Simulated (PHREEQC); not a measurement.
Make-up at 92 °C: 0.035 mol KOH and 0.00065 mol (CH3)4NCl per kg of water. Closed to the air; pH follows from the charge balance.

All values are PHREEQC results (ion-association model, wateq4f.dat), not measurements.

```yaml
pH: 10.85
ionic_strength: 0.0357 mol/kgw
total_alkalinity: 35.0 meq/kg
```

```csv
species,molality,activity,log γ
OH-,0.0350,0.0284,-0.091
K+,0.0350,0.0284,-0.090
Cl-,0.000650,0.000528,-0.090
(CH3)4N+,0.000650,0.000530,-0.088
O2,2.78e-9,2.80e-9,0.004
```

This is a speciation only: nothing precipitates in the calculation. (CH3)4N+ isn't in the database: it is added as a free cation with an ion size of 4 Å. At this temperature some constants are extrapolated from 25 °C, and those without enthalpy data are left unchanged.
